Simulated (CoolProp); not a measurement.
Vapour-liquid equilibrium of R125 (1) + R236FA (2) at 3.93 bar; x and y are mole fractions of (1).

Computed with CoolProp (multi-fluid Helmholtz-energy mixture model, Lemmon 2005 and Pan 2012; pair parameters Bell 2016).

Give the bubble temperature and the first vapour's composition at x = 0.05, 0.2, 0.95. Is there an azeotrope?

x = 0.05: 304.7 K, y = 0.169; x = 0.2: 292.1 K, y = 0.518; x = 0.95: 258.7 K, y = 0.991. No azeotrope shows between x = 0.05 and 0.95.

The pair parameters rest on a limited set of measurements; away from them the model extrapolates.
